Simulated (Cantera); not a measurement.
Charge: 1 mol Ta, 1.6 mol O2, held at 2848 K and 1.00 bar.

These are equilibrium values from Cantera (NASA tables, ideal gas, pure condensed phases), not measurements of a reactor. Candidate condensed phases: Ta, Ta2O5; 6 gas species. Equilibrium is a limit: real reactors are often held back by kinetics, nucleation or transport.

Base state: O2 0.936, O 0.0633, TaO2 0.000230 (mole fractions); condensed: Ta2O5(l).

Task: What changes in the equilibrium state with this change: temperature from 2848 K to 1898.15 K?

Result: 
```csv
species,before,after
O2,0.936,1.000
O,0.0633,0.000294
TaO2,0.000230,<1e-9
"Ta2O5(l), mol",0.500,0
"Ta2O5(s), mol",0,0.500
```

Task: What changes in the equilibrium state with this change: temperature from 2848 K to 1473.15 K?

Result: 
```csv
species,before,after
O2,0.936,1.000
O,0.0633,2.80e-6
TaO2,0.000230,<1e-9
"Ta2O5(l), mol",0.500,0
"Ta2O5(s), mol",0,0.500
```
